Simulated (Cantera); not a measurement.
An adiabatic, constant-volume homogeneous reactor starts with 13.6 % CH4, 18.1 % O2, 68.3 % N2, equivalence ratio 1.5, at 1575 K and 27.0 bar.

Model: GRI-Mech 3.0 (53 species, 325 reactions), integrated in Cantera. The pressure lies above the range GRI-Mech 3.0 was tuned for (to about 10 atm). Above 3000 K some thermodynamic fits are extrapolated.

Task: Predict: time of steepest temperature rise; temperature at 5.00 s; equilibrium temperature; x(O2) at 5.00 s; x(OH) at 5.00 s; x(H2O2) at 5.00 s; x(NO2) at 5.00 s; x(NO) at 5.00 s.

Result: 
```json
{
  "time_of_steepest_temperature_rise": "42.9 µs",
  "temperature at 5.00 s": "3185 K",
  "equilibrium_temperature": "3185 K",
  "x(O2) at 5.00 s": "0.000551 (gas-phase equilibrium 0.000551)",
  "x(OH) at 5.00 s": "0.00808 (gas-phase equilibrium 0.00808)",
  "x(H2O2) at 5.00 s": "6.77e-7 (gas-phase equilibrium 6.77e-7)",
  "x(NO2) at 5.00 s": "5.45e-7 (gas-phase equilibrium 5.45e-7)",
  "x(NO) at 5.00 s": "0.00268 (gas-phase equilibrium 0.00268)"
}
```
